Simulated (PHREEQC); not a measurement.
A solution holds 8.9 mmol/kgw LiOH and 0.94 mmol/kgw Na2SiO3, at 30 °C. Closed to the air; pH follows from the charge balance.

The numbers come from PHREEQC with the ion-association model, phreeqc.dat.

The ionic strength comes out as 0.0109 mol/kgw. What activity coefficients do Li+, Na+, OH-, H3SiO4-, H2SiO4-2 get?

Li+ 0.90, Na+ 0.90, OH- 0.90, H3SiO4- 0.90, H2SiO4-2 0.66.

This is a speciation only: nothing precipitates in the calculation. Species that the database lacks are ignored.
